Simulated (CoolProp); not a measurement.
Vapour-liquid equilibrium of o-xylene (1) + n-decane (2) at 553.8 K; x and y are mole fractions of (1).

Values from CoolProp's multi-fluid Helmholtz-energy mixture model, Zhou 2012 and Lemmon 2006; pair parameters Bell 2016.

Problem. Give the bubble pressure and the first vapour's composition at x = 0.2, 0.65, 0.95. Is there an azeotrope?

Solution. x = 0.2: 0.9393 MPa, y = 0.258; x = 0.65: 1.189 MPa, y = 0.724; x = 0.95: 1.370 MPa, y = 0.964. No azeotrope shows between x = 0.05 and 0.95.

The pair parameters rest on a limited set of measurements; away from them the model extrapolates.
